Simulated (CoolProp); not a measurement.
R407C at 293.15 K and 0.57 MPa is throttled through a valve to 0.0304 MPa with no heat exchange. Each further row changes one setting.

The numbers come from the reference Helmholtz-energy equation of state, Lemmon 2003 in CoolProp. It is a pseudo-pure fit of the blend.

```csv
case,temperature change (K),final density (kg/m³)
as stated,(withheld),(withheld)
outlet pressure 0.00912 MPa,(withheld),(withheld)
outlet pressure 0.0395 MPa,(withheld),(withheld)
```

Problem. Fill in the missing entries.

Solution. 
- as stated, temperature change (K): -13.1
- as stated, final density (kg/m³): 1.13
- outlet pressure 0.00912 MPa, temperature change (K): -13.7
- outlet pressure 0.00912 MPa, final density (kg/m³): 0.339
- outlet pressure 0.0395 MPa, temperature change (K): -12.9
- outlet pressure 0.0395 MPa, final density (kg/m³): 1.47
